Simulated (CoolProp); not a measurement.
A closed Brayton cycle with carbon dioxide: compressor inlet 324.15 K and 9.4 MPa, high pressure 28.4 MPa, turbine inlet 770 K, compressor efficiency 0.85, turbine efficiency 0.9, recuperator effectiveness 0.9 (on enthalpy, no pinch check). Each further row changes one setting.

Values from CoolProp's reference Helmholtz-energy equation of state, Span 1996.

```json
[
 {"case": "as stated", "thermal efficiency (%)": "32.0", "net work (kJ/kg)": "81.2", "compressor to turbine work": "0.39", "compressor exit (K)": "404.8", "turbine exit (K)": "642.9"},
 {"case": "turbine inlet 720 K", "thermal efficiency (%)": "29.7", "net work (kJ/kg)": "70.8", "compressor to turbine work": "0.42", "compressor exit (K)": "404.8", "turbine exit (K)": "(withheld)"},
 {"case": "compressor inlet 334.15 K", "thermal efficiency (%)": "(withheld)", "net work (kJ/kg)": "71.9", "compressor to turbine work": "0.46", "compressor exit (K)": "(withheld)", "turbine exit (K)": "642.9"},
 {"case": "high pressure 24.1 MPa", "thermal efficiency (%)": "31.2", "net work (kJ/kg)": "72.8", "compressor to turbine work": "0.36", "compressor exit (K)": "392.5", "turbine exit (K)": "661.2"},
 {"case": "recuperator effectiveness 0.5", "thermal efficiency (%)": "22.2", "net work (kJ/kg)": "81.2", "compressor to turbine work": "0.39", "compressor exit (K)": "404.8", "turbine exit (K)": "642.9"}
]
```

Q: Fill in the missing entries.

A: 
- turbine inlet 720 K, turbine exit (K): 597.4
- compressor inlet 334.15 K, thermal efficiency (%): 30.2
- compressor inlet 334.15 K, compressor exit (K): 427.1
